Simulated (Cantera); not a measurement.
## Equilibrium for iron carbonyl, mercury and lead vapours: PbO + CO + N2

Input: 1 mol PbO, 0.068 mol CO, 0.16 mol N2, equilibrated at 0.510 bar.

Cantera equilibrium calculation (NASA polynomials, part measured and part estimated; ideal gas, pure solids and liquids). Candidate condensed phases: C, Pb, PbO, PbO2, Pb3O4; 27 gas species. Each liquid is taken as pure. Mutual solubility and eutectic melting of coexisting phases are not modelled. Gases not in the tables: (PbO)n polymers. Equilibrium is a limit: real reactors are often held back by kinetics, nucleation or transport.

| T (K) | log p N2 | log p CO2 | log p Pb | log p PbO | log p CO | log p Pb2 | log p O2 | n Pb(l) | n PbO(l) |
|---|---|---|---|---|---|---|---|---|---|
| 1200 | -0.45 | -0.82 | -3.19 | -4.17 | -4.20 | -7.62 | -8.76 | 0.0677 | 0.932 |
| 1250 | -0.45 | -0.82 | -2.87 | -3.74 | -4.04 | -7.09 | -8.10 | 0.0674 | 0.932 |
| 1300 | -0.45 | -0.82 | -2.58 | -3.35 | -3.89 | -6.60 | -7.49 | 0.0668 | 0.932 |
| 1350 | -0.45 | -0.82 | -2.31 | -2.98 | -3.75 | -6.15 | -6.94 | 0.0657 | 0.932 |
| 1400 | -0.46 | -0.83 | -2.06 | -2.65 | -3.63 | -5.73 | -6.42 | 0.0639 | 0.931 |
| 1450 | -0.46 | -0.84 | -1.83 | -2.34 | -3.51 | -5.35 | -5.94 | 0.0609 | 0.930 |
| 1500 | -0.48 | -0.85 | -1.61 | -2.05 | -3.41 | -4.99 | -5.50 | 0.0561 | 0.928 |
log p: log10 of the partial pressure in bar; n: condensed amount in mol.

From 1200 K to 1500 K the condensed part is Pb(l) + PbO(l). The share of Pb in condensed phases is highest at 1200 K (100.0 %) and lowest at 1500 K (98.4 %).
